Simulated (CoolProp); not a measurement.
Vapour-liquid equilibrium of propylene (1) + R114 (2) at 629 kPa; x and y are mole fractions of (1).

The numbers come from the multi-fluid Helmholtz-energy mixture model, Lemmon 2013 and Platzer 1990; pair parameters Bell 2016 in CoolProp. This equation is an older, rougher fit; its heat capacities, sound speeds and derivatives of the liquid may be far off and weren't checked against measurements.

Task: Give the bubble temperature and the first vapour's composition at x = 0.05, 0.2, 0.95. Is there an azeotrope?

Result: x = 0.05: 56.2 °C, y = 0.180; x = 0.2: 38.5 °C, y = 0.545; x = 0.95: 3.8 °C, y = 0.983. No azeotrope shows between x = 0.05 and 0.95.

The pair parameters rest on a limited set of measurements; away from them the model extrapolates.
